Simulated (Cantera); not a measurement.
**Equilibrium for roasting and sulfation: FeS2 + SO3 + CO2 + H2S**

Input: 1 mol FeS2, 0.091 mol SO3, 9.1 mol CO2, 0.51 mol H2S, held at 1625 K and 0.133 bar.

Method: chemical equilibrium by Gibbs-energy minimisation in Cantera with the NASA 1993 tables (ideal gas, pure condensed phases). Candidate condensed phases: C, C6H6, C7H8, C8H18, Fe, Fe(CO)5, FeO, Fe(OH)2, Fe(OH)3, FeS, FeSO4, FeS2, Fe2O3, Fe2(SO4)3, Fe3O4, H2O, H2SO4, S; 127 gas species. The tables' stoichiometric FeO is somewhat more stable than real wüstite, so its field is too wide. FeO: taken at fixed stoichiometry. Kinetics and transport are ignored.

| Item | Value |
|---|---|
| x(CO2) | 0.498 |
| x(CO) | 0.294 |
| x(SO2) | 0.0951 |
| x(S2) | 0.0606 |
| x(H2O) | 0.0361 |
| x(H2) | 0.00684 |
| x(SO) | 0.00460 |
| x(COS) | 0.00186 |
| x(H2S) | 0.00128 |
| n(FeO(s)) | 1.000 mol |
| gas amount | 11.46 mol |
| log10 activity of Fe(γ) (absent) | -1.05 |
| log10 activity of S(l) (absent) | -2.38 |
| log10 activity of C(graphite) (absent) | -5.26 |
